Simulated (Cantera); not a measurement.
Charge: 1 mol S, 0.015 mol SO2, 0.83 mol O2, equilibrated at 775 °C and 90.0 mbar.

Equilibrium computed with Cantera from the NASA thermochemical tables; the gas is ideal and each condensed phase is pure. Candidate condensed phases: S; 10 gas species. Gases not in the tables: S3 to S7. Kinetics and transport are ignored.

Base state: SO2 0.907, S2 0.0879, S2O 0.00480, SO 0.000122 (mole fractions); condensed: gas only.

What changes in the equilibrium state with this change: temperature from 775 °C to 2800 °C?


| species | before | after |
|---|---|---|
| SO | 0.000122 | 0.365 |
| SO2 | 0.907 | 0.352 |
| O | <1e-9 | 0.129 |
| O2 | <1e-9 | 0.0717 |
| S | 2.25e-8 | 0.0773 |
| S2 | 0.0879 | 0.00553 |
| SO3 | 7.23e-8 | 2.31e-5 |
| S2O | 0.00480 | 0.000270 |
